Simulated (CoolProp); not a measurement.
Computed with CoolProp (reference Helmholtz-energy equation of state, Gedanitz 2015).

### Question
For cyclopentane, give the phase and the cv (kJ/(kg K)), fugacity coefficient at 260.25 °C and 4.3 bar; 260.25 °C and 47.3 bar; 260.25 °C and 55.9 bar.

### Answer
- 260.25 °C and 4.3 bar: gas; cv 2.18, fugacity coefficient 0.971
- 260.25 °C and 47.3 bar: supercritical; cv 2.30, fugacity coefficient 0.697
- 260.25 °C and 55.9 bar: supercritical; cv 2.35, fugacity coefficient 0.641
